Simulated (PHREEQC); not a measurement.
Solution (25 °C): 3.4 mol NaCl per kg of water. Closed to the air; pH follows from the charge balance.

The numbers come from PHREEQC with the Pitzer model, pitzer.dat.

This is a speciation only: nothing precipitates in the calculation.

Problem. Predict the activity of water, osmotic coefficient.

Solution. activity of water 0.877; osmotic coefficient 1.072.
